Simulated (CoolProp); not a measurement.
Saturated liquid density (kg/m³) of carbonyl sulfide: the reference equation beside estimates from Tc = 105.6 °C, pc = 6.369 MPa, ω = 0.098.

The numbers come from the reference Helmholtz-energy equation of state, Lemmon 2006 in CoolProp. It is a short technical equation, of lower accuracy than the large ones.

```tsv
T (°C)	reference	van der Waals	Redlich-Kwong	Soave-Redlich-Kwong	Peng-Robinson
-60.15	1195	767.6	1134	1136	1281
-52.85	1180	758.1	1118	1121	1265
-45.65	1165	748.6	1102	1106	1249
-38.35	1149	738.6	1085	1090	1231
-31.05	1132	728.3	1067	1073	1213
-23.85	1116	717.8	1048	1055	1194
-16.55	1099	706.8	1029	1037	1173
-9.35	1081	695.6	1009	1018	1153
-2.05	1063	683.8	988.2	997.9	1130
```

Absolute difference from the reference over all 9 rows, mean and median: van der Waals 35.7 and 35.7 %, Redlich-Kwong 5.9 and 5.7 %, Soave-Redlich-Kwong 5.4 and 5.2 %, Peng-Robinson 7.0 and 7.1 %.
